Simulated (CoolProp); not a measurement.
Properties of the fluoroketone C6F12O (FK-5-1-12) along the isobar 48 bar.

The numbers come from the reference Helmholtz-energy equation of state, McLinden 2015 in CoolProp.

```tsv
T (°C)	phase	Z	cv (kJ/(kg K))	speed of sound (m/s)	Joule-Thomson coefficient (K/MPa)	fugacity coefficient
105.85	liquid	0.3501	0.9496	328.2	-0.02149	0.1229
120.95	liquid	0.3506	0.9652	292.5	0.07742	0.1635
136.15	liquid	0.3535	0.9816	257.7	0.2135	0.2106
151.25	liquid	0.3594	0.9985	224.1	0.4059	0.2628
166.35	liquid	0.3694	1.016	191.7	0.6914	0.3191
181.45	supercritical	0.3854	1.033	161.2	1.127	0.3778
196.65	supercritical	0.4106	1.051	134.0	1.783	0.4374
211.75	supercritical	0.4475	1.067	113.5	2.637	0.4948
226.85	supercritical	0.4970	1.081	100.9	3.504	0.5486
```
